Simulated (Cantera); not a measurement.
Silicon nitride deposition: SiHCl3 + N2

Feed: 1 mol SiHCl3, 6.4 mol N2, equilibrated at 1.00 Torr.

Equilibrium computed with Cantera from the NASA thermochemical tables; the gas is ideal and each condensed phase is pure. Candidate condensed phases: NH4Cl, Si, Si3N4; 28 gas species. N2 is the only nitrogen source here; it is nearly inert below about 1500 K, so the nitride shown seldom forms there in practice. The tables' values for SiCl3, SiCl, SiN are old estimates; treat these amounts as uncertain. Rates play no part.

From 427 °C to 1127 °C the condensed part is Si3N4(s). From 1227 °C to 1727 °C nothing is condensed. The main Si-bearing gas is SiCl4 at 427 °C and SiCl2 at 1727 °C.

```
T (°C)  log p N2  log p HCl  log p SiCl2  log p SiCl4  log p Cl  log p H2  log p SiCl3  log p H  n Si3N4(s)
------  --------  ---------  -----------  -----------  --------  --------  -----------  -------  ----------
427        -2.97      -3.88       -14.06        -4.00      <-14     -4.64       -10.29     <-14       0.145
527        -2.97      -3.85       -11.41        -4.01    -13.00     -4.74        -8.74   -13.91       0.150
627        -2.97      -3.83        -9.36        -4.02    -11.36     -4.83        -7.53   -12.35       0.153
727        -2.97      -3.82        -7.72        -4.03    -10.05     -4.90        -6.57   -11.09       0.155
827        -2.97      -3.81        -6.39        -4.04     -8.97     -4.96        -5.79   -10.07       0.155
927        -2.97      -3.81        -5.30        -4.07     -8.08     -5.00        -5.16    -9.20       0.149
1027       -2.98      -3.82        -4.44        -4.23     -7.36     -4.99        -4.72    -8.45       0.112
1127       -2.99      -3.87        -3.94        -4.82     -6.85     -4.84        -4.69    -7.74      0.0228
1227       -2.99      -3.86        -3.85        -5.35     -6.25     -4.93        -4.85    -7.22           0
1327       -2.99      -3.84        -3.83        -5.75     -5.66     -5.10        -4.99    -6.82           0
1427       -2.99      -3.84        -3.82        -6.23     -5.20     -5.16        -5.17    -6.41           0
1527       -2.99      -3.85        -3.81        -6.81     -4.87     -5.09        -5.42    -5.99           0
1627       -3.00      -3.88        -3.81        -7.43     -4.62     -4.96        -5.69    -5.58           0
1727       -3.00      -3.91        -3.83        -8.01     -4.40     -4.86        -5.95    -5.22           0
```
log p: log10 of the partial pressure in bar; n: condensed amount in mol.
